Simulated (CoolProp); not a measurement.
Dimethyl carbonate at several states: Z from the reference equation and from simpler models built on Tc = 557.0 K, pc = 49.09 bar, ω = 0.346; each cubic takes its own stable root.

Computed with CoolProp (reference Helmholtz-energy equation of state, Zhou 2011).

```tsv
T (K)	p (bar)	phase	reference	van der Waals	Redlich-Kwong	Soave-Redlich-Kwong	Peng-Robinson
470.1	145	liquid	0.3950	(withheld)	(withheld)	0.4390	(withheld)
550.9	8.03	gas	0.9392	0.9479	0.9402	0.9397	0.9335
401.9	3.84	liquid	0.01129	0.9476	0.9297	0.01266	(withheld)
374.4	1.01	gas	0.9739	0.9844	(withheld)	(withheld)	0.9739
```

Q: What belongs in the gaps?

A: 
- 470.1, van der Waals: 0.6155
- 470.1, Redlich-Kwong: 0.4548
- 470.1, Peng-Robinson: 0.3900
- 401.9, Peng-Robinson: 0.01118
- 374.4, Redlich-Kwong: 0.9785
- 374.4, Soave-Redlich-Kwong: 0.9750

At some of these states van der Waals, Redlich-Kwong gives the other phase, because its saturation line lies elsewhere.
